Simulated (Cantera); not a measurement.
**Premixed flame**

A freely propagating, adiabatic, planar premixed flame of 11.5 % CH4, 21.0 % O2, 65.1 % N2, 2.42 % H2O, unburnt at 300 K and 1.00 atm; unity-Lewis-number transport, grid criteria slope 0.08 and curve 0.16, no radiation.

Detailed kinetics in Cantera: GRI-Mech 3.0 (53 species, 325 reactions). Unity Lewis numbers drop preferential diffusion, which matters most where H2 and H carry the flame. Burning velocities carry a grid error of a few per cent, more on coarse grids.

```tsv
z (mm)	T (K)	u (m/s)	x CH4	x O2	x H2O	x NO	x H	x CH3
-1.32	300	0.351	0.115	0.210	0.0242	<1e-8	<1e-8	<1e-8
-0.883	301	0.352	0.115	0.210	0.0243	1.20e-8	<1e-8	1.81e-8
-0.662	310	0.362	0.115	0.209	0.0251	8.91e-8	<1e-8	1.33e-7
-0.441	402	0.471	0.109	0.201	0.0336	1.09e-6	<1e-8	2.52e-6
-0.221	941	1.12	0.0721	0.147	0.0886	1.04e-5	9.23e-6	0.000198
-0.110	1415	1.71	0.0360	0.0931	0.142	2.07e-5	0.000292	0.00160
0	1854	2.28	0.00508	0.0387	0.193	3.38e-5	0.00508	0.00183
0.110	1996	2.46	0.000107	0.0176	0.207	4.71e-5	0.0108	7.13e-5
0.221	2043	2.51	1.43e-6	0.0133	0.208	5.39e-5	0.0110	1.11e-6
0.441	2103	2.57	<1e-8	0.0105	0.211	6.10e-5	0.00904	<1e-8
0.883	2174	2.64	<1e-8	0.00788	0.217	7.07e-5	0.00622	<1e-8
1.77	2241	2.71	<1e-8	0.00527	0.223	8.58e-5	0.00391	<1e-8
3.53	2291	2.76	<1e-8	0.00325	0.227	0.000108	0.00248	<1e-8
```
x: mole fraction of selected species; z is measured from the peak of heat release.

| Quantity | Value |
|---|---|
| laminar burning velocity | 35.1 cm/s |
| thermal thickness | 0.441 mm |
| peak x(H) | 0.0113 |
| peak x(CH3) | 0.00264 |
| grid points | 155 |
